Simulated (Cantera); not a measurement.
Feed: 1 mol CuO, 930 mol H₂, 1.2 mol N₂, 0.0014 mol O₂, at 4700 Pa.

These are equilibrium values from Cantera (NASA tables, ideal gas, pure condensed phases), not measurements of a reactor. Candidate condensed phases: Cu, CuO, Cu(OH)₂, Cu₂O, H₂O; 27 gas species. Kinetics and transport are ignored.

Question: At 1975 K, list the 4 most abundant gas species with their mole fractions, and the condensed phases.

Answer: H₂ 0.990, H 0.00628, N₂ 0.00128, H₂O 0.00107. Condensed: gas only.
